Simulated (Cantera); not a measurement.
## Si + CO₂ + N₂ (thermal oxidation and active oxidation of silicon)

Input: 1 mol Si, 0.029 mol CO₂, 2.7 mol N₂, at 3.38 Torr.

Method: chemical equilibrium by Gibbs-energy minimisation in Cantera with the NASA 1993 tables (ideal gas, pure condensed phases). Candidate condensed phases: C, Si, SiC, SiO₂, Si₂N₂O, Si₃N₄; 34 gas species. Mutual solubility and eutectic melting of coexisting phases are not modelled. The tables' values for SiN are old estimates; treat these amounts as uncertain. Rates play no part.

```
T (K)  log p N₂  log p SiO  log p Si  log p CO  n SiC(s)  n Si₂N₂O(s)  n Si₃N₄(s)  n Si(l)
-----  --------  ---------  --------  --------  --------  -----------  ----------  -------
1550      -2.35      -6.07     -8.52     -5.48    0.0275       0.0561       0.287        0
1600      -2.35      -5.47     -7.80     -5.32    0.0268       0.0542       0.288        0
1650      -2.35      -4.90     -7.11     -5.17    0.0258       0.0490       0.290        0
1700      -2.35      -4.36     -6.47     -5.03    0.0246       0.0333       0.296        0
1750      -2.36      -3.95     -5.86     -4.99    0.0241            0       0.307        0
1800      -2.36      -4.07     -5.50     -5.05    0.0235            0           0    0.922
1850      -2.36      -4.08     -5.19     -4.93    0.0217            0           0    0.923
1900      -2.36      -4.10     -4.90     -4.82    0.0196            0           0    0.923
1950      -2.36      -4.12     -4.62     -4.73    0.0171            0           0    0.920
```
log p: log10 of the partial pressure in bar; n: condensed amount in mol.

From 1550 K to 1700 K the condensed part is SiC(s) + Si₂N₂O(s) + Si₃N₄(s). At 1750 K the condensed part is SiC(s) + Si₃N₄(s). From 1800 K to 1950 K the condensed part is Si(l) + SiC(s). The main Si-bearing gas is SiO throughout. The share of Si in condensed phases is highest at 1550 K (100.0 %) and lowest at 1950 K (93.7 %).
